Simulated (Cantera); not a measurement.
An adiabatic, constant-pressure homogeneous reactor starts with CH4 : H2 : O2 : N2 : CO2 = 1 : 0.047 : 2.25 : 6.52 : 1.5 (molar parts), equivalence ratio 0.90, at 975 K and 1.00 atm. Integrator tolerance rtol = 1e-08.

Detailed kinetics in Cantera: GRI-Mech 3.0 (53 species, 325 reactions). Below about 1000 K GRI-Mech 3.0 lacks low-temperature oxidation paths.

### Question
What does this change do: CH4 1 to 0.74 parts?

### Answer
| quantity | before | after |
|---|---|---|
| time of steepest temperature rise | 0.414 s | 0.281 s |
| temperature at 2.00 s | 2406 K | 2216 K |
| equilibrium temperature | 2406 K | 2216 K |
| x(CH4) at 2.00 s | <1e-12 (gas-phase equilibrium <1e-12) | <1e-12 (gas-phase equilibrium <1e-12) |
| x(H2) at 2.00 s | 0.00372 (gas-phase equilibrium 0.00372) | 0.000662 (gas-phase equilibrium 0.000662) |
| x(O2) at 2.00 s | 0.0284 (gas-phase equilibrium 0.0284) | 0.0656 (gas-phase equilibrium 0.0656) |
| x(H) at 2.00 s | 0.000999 (gas-phase equilibrium 0.000999) | 0.000158 (gas-phase equilibrium 0.000158) |
| x(CO2) at 2.00 s | 0.192 (gas-phase equilibrium 0.192) | 0.197 (gas-phase equilibrium 0.197) |
| x(HCN) at 2.00 s | 5.35e-11 (gas-phase equilibrium 5.35e-11) | 1.08e-12 (gas-phase equilibrium 1.08e-12) |
